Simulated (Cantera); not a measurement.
Charge: 1 mol HMDSO, 0.098 mol O2, 8.1 mol N2, 3.7 mol NO, equilibrated at 1848.15 K.

Method: chemical equilibrium by Gibbs-energy minimisation in Cantera with the NASA 1993 tables (ideal gas, pure condensed phases). Candidate condensed phases: C, C6H6, C7H8, C8H18, H2O, Si, SiC, SiO2, Si2N2O, Si3N4; 151 gas species. The feed counts by its element totals alone. Mutual solubility and eutectic melting of coexisting phases are not modelled. The tables' values for SiN are old estimates; treat these amounts as uncertain. Rates play no part.

x: gas mole fraction; n: condensed amount in mol.

| P (Pa) | x N2 | x H2 | x CO | x H | x SiO | x Si | x HCN | n SiC(s) | n Si2N2O(s) | n C(graphite) |
|---|---|---|---|---|---|---|---|---|---|---|
| 5 | 0.402 | 0.342 | 0.186 | 0.0439 | 0.0124 | 0.0122 | ? | 1.38 | 0 | 0 |
| 36 | 0.412 | 0.365 | 0.185 | 0.0169 | 0.0179 | 0.00203 | 0.000766 | 1.52 | 0 | 0 |
| 260 | 0.415 | 0.373 | 0.186 | 0.00635 | 0.0190 | 0.000289 | 0.000757 | 1.54 | 0 | 0 |
| 1900 | 0.416 | 0.375 | 0.186 | 0.00236 | 0.0191 | 3.97e-5 | 0.000758 | 1.54 | 0 | 0 |
| 14000 | 0.416 | 0.379 | 0.188 | 0.000873 | 0.0151 | 4.75e-6 | ? | 1.51 | 0.0678 | 0 |
| 100000 | 0.408 | 0.409 | 0.178 | 0.000340 | 0.00110 | 1.82e-7 | ? | 0 | 0.988 | 2.04 |

Task: Fill in the missing entries.

Result: 
- 5, x HCN: 0.000883
- 14000, x HCN: 0.000864
- 100000, x HCN: 0.00315
